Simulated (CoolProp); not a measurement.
A simple Rankine cycle with methanol: condensing at 309.15 K, boiler at 0.139 MPa, turbine inlet 385.8 K, turbine efficiency 0.75, pump efficiency 0.8, no recuperator. Each further row changes one setting.

Model: reference Helmholtz-energy equation of state, de Reuck 1993, in CoolProp.

| case | thermal efficiency (%) | net work (kJ/kg) | heat in (kJ/kg) | turbine exit temperature (K) | volume ratio over the turbine |
|---|---|---|---|---|---|
| as stated | 7.9 | 101 | 1280 | 318.2 | 3.92 |
| turbine inlet 405.8 K | 8.1 | 106 | 1310 | 334.4 | 3.92 |
| condensing temperature 301.15 K | 9.5 | 123 | 1300 | 304.6 | 5.55 |
| boiler pressure 0.0973 MPa | 6.3 | 80.1 | 1280 | 331.5 | 2.85 |
| turbine efficiency 0.65 | 6.8 | 87.3 | 1280 | 325.1 | 4.02 |
